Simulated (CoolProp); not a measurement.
Vapour-liquid equilibrium of hydrogen chloride (1) + n-butane (2) at 244 K; x and y are mole fractions of (1).

Model: multi-fluid Helmholtz-energy mixture model, Thol 2018 and Bücker 2006; pair parameters Bell 2016, in CoolProp.

| x | bubble pressure, mixture model (bar) | bubble pressure, Raoult's law (bar) | y, mixture model | y, Raoult's law |
|---|---|---|---|---|
| 0.05 | 1.378 | 0.8338 | 0.788 | 0.665 |
| 0.15 | 3.442 | 1.913 | 0.918 | 0.869 |
| 0.25 | 5.140 | 2.992 | 0.947 | 0.926 |
| 0.35 | 6.385 | 4.072 | 0.959 | 0.953 |
| 0.45 | 7.246 | 5.151 | 0.965 | 0.969 |
| 0.55 | 7.865 | 6.230 | 0.970 | 0.979 |
| 0.65 | 8.392 | 7.310 | 0.973 | 0.986 |
| 0.75 | 8.953 | 8.389 | 0.978 | 0.991 |
| 0.85 | 9.647 | 9.468 | 0.984 | 0.995 |
| 0.95 | 10.55 | 10.55 | 0.994 | 0.999 |

The largest gap from Raoult's law is +79.9 % in bubble pressure, at x = 0.15. No azeotrope shows between x = 0.05 and 0.95.

Pair parameters are fitted to limited data, so mixtures are less certain than the pure fluids. With so large a gap from Raoult's law the liquid may split in two, which this calculation doesn't test in full.
